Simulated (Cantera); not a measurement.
A closed system holds: 1 mol MgO, 3.4 mol CH4, 0.029 mol CO, at 2.40 mbar.

These are equilibrium values from Cantera (NASA tables, ideal gas, pure condensed phases), not measurements of a reactor. Candidate condensed phases: C, C6H6, C7H8, C8H18, H2O, Mg, MgCO3, MgO, Mg(OH)2; 116 gas species. The tables' values for MgH are old estimates; treat these amounts as uncertain. Rates play no part. All values below are at 1900 K.

Base state: H2 0.757, CO 0.116, Mg 0.112, H 0.0141, C2H2 (acetylene) 0.000289, MgH 6.98e-5 (mole fractions); condensed: C(graphite).

Question: What changes in the equilibrium state with this change: 0.029 mol H2S added?

Answer: 
```
species           before     after
----------------  ------  --------
H2                 0.757     0.756
CO                 0.116     0.115
Mg                 0.112     0.112
CS                     0   0.00287
H                 0.0141    0.0141
SH                     0  0.000124
S                      0   8.21e-5
H2S                    0   7.33e-5
C(graphite), mol    2.39      2.37
```
Further candidate phases: H2SO4, MgS, MgSO4, S.
